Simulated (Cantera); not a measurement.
Input (Python, Cantera) and output of one run.

```python
import numpy as np
import cantera as ct

gas_names = """
    CL CL2 N N2 Si SiCL SiCL2 SiCL3 SiCL4 SiN Si2 Si2N Si3
""".split()
cond_names = """
    Si(cr) Si(L) Si3N4(a)
""".split()


# ... load() reads the species with a 1 bar reference pressure and builds the phases ...
atoms = {
    'SiCl4': {'Si': 1, 'CL': 4},
    'N2': {'N': 2},
}
top_T = {'Si3N4(a)': 2400}  # K; cautious upper limits of use, not melting points


# ... equilibrate(T, P, feed) seeds the gas with the atoms and calls Mixture.equilibrate('TP', solver="vcs", rtol=1e-11, max_steps=5000) ...
results = []
feed = {'SiCl4': 1, 'N2': 16}  # mol
T = 948  # K
P = 580  # Pa
mix = equilibrate(T, P, feed)
results.append((T, P, feed, dict(zip(mix.species_names, mix.species_moles))))
print(gas.report(threshold=1e-06))
for i in range(1, mix.n_phases):
    print(f"{mix.phase(i).name:16s} {mix.phase_moles(i):12.5e} mol")
```

It prints:

```
       temperature   948 K
          pressure   580 Pa
           density   0.0026755 kg/m^3
  mean mol. weight   36.359 kg/kmol
   phase of matter   gas

                          1 kg             1 kmol
                     ---------------   ---------------
          enthalpy       -4.5374e+05       -1.6498e+07  J
   internal energy       -6.7053e+05        -2.438e+07  J
           entropy              7813        2.8408e+05  J/K
    Gibbs function       -7.8605e+06        -2.858e+08  J
 heat capacity c_p              1010             36724  J/K
 heat capacity c_v            781.37             28410  J/K

                      mass frac. Y      mole frac. X     chem. pot. / RT
                     ---------------   ---------------   ---------------
                N2           0.72515           0.94118           -29.936
             SiCL4           0.27484          0.058823           -137.43
     [  +11 minor]        2.2302e-06        9.2138e-07

Si(cr)            0.00000e+00 mol
Si3N4(a)          0.00000e+00 mol
```

Equilibrium computed with Cantera from the NASA thermochemical tables; the gas is ideal and each condensed phase is pure.
